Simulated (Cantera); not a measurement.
Adiabatic ignition

An adiabatic, constant-volume homogeneous reactor starts with 37.1 % H₂, 13.2 % O₂, 49.7 % N₂, equivalence ratio 1.4, at 1750 K and 1.10 bar.

Cantera simulation using GRI-Mech 3.0 (53 species, 325 reactions); the numbers are that mechanism's predictions, not measurements. Above 3000 K some thermodynamic fits are extrapolated.

```json
[
 {"t (s)": "2.00e-6", "T (K)": "1750", "P (bar)": "1.10", "x H₂": "0.371", "x O₂": "0.132", "x NO₂": "<1e-12", "x HO₂": "8.95e-6", "x NO": "1.22e-12"},
 {"t (s)": "7.43e-6", "T (K)": "2007", "P (bar)": "1.25", "x H₂": "0.109", "x O₂": "0.0184", "x NO₂": "2.94e-10", "x HO₂": "1.05e-5", "x NO": "5.74e-6"},
 {"t (s)": "2.76e-5", "T (K)": "2736", "P (bar)": "1.62", "x H₂": "0.124", "x O₂": "0.00973", "x NO₂": "1.35e-8", "x HO₂": "5.35e-6", "x NO": "0.000178"},
 {"t (s)": "0.000102", "T (K)": "3070", "P (bar)": "1.78", "x H₂": "0.128", "x O₂": "0.00599", "x NO₂": "2.95e-7", "x HO₂": "5.85e-6", "x NO": "0.00239"},
 {"t (s)": "0.000381", "T (K)": "3064", "P (bar)": "1.78", "x H₂": "0.130", "x O₂": "0.00546", "x NO₂": "7.55e-7", "x HO₂": "5.38e-6", "x NO": "0.00636"},
 {"t (s)": "0.00141", "T (K)": "3063", "P (bar)": "1.77", "x H₂": "0.130", "x O₂": "0.00540", "x NO₂": "8.07e-7", "x HO₂": "5.32e-6", "x NO": "0.00683"},
 {"t (s)": "0.00525", "T (K)": "3063", "P (bar)": "1.77", "x H₂": "0.130", "x O₂": "0.00540", "x NO₂": "8.07e-7", "x HO₂": "5.32e-6", "x NO": "0.00683"},
 {"t (s)": "0.0195", "T (K)": "3063", "P (bar)": "1.77", "x H₂": "0.130", "x O₂": "0.00540", "x NO₂": "8.07e-7", "x HO₂": "5.32e-6", "x NO": "0.00683"},
 {"t (s)": "0.0725", "T (K)": "3063", "P (bar)": "1.77", "x H₂": "0.130", "x O₂": "0.00540", "x NO₂": "8.07e-7", "x HO₂": "5.32e-6", "x NO": "0.00683"},
 {"t (s)": "0.269", "T (K)": "3063", "P (bar)": "1.77", "x H₂": "0.130", "x O₂": "0.00540", "x NO₂": "8.07e-7", "x HO₂": "5.32e-6", "x NO": "0.00683"},
 {"t (s)": "1.00", "T (K)": "3063", "P (bar)": "1.77", "x H₂": "0.130", "x O₂": "0.00540", "x NO₂": "8.07e-7", "x HO₂": "5.32e-6", "x NO": "0.00683"}
]
```
x: mole fraction; the columns are a selection and need not sum to one.

- time of steepest temperature rise = 5.93 µs
- temperature at 1.00 s = 3063 K
- equilibrium temperature = 3063 K
- x(H₂) at 1.00 s = 0.130 (gas-phase equilibrium 0.130)
- x(O₂) at 1.00 s = 0.00540 (gas-phase equilibrium 0.00540)
- x(NO₂) at 1.00 s = 8.07e-7 (gas-phase equilibrium 8.07e-7)
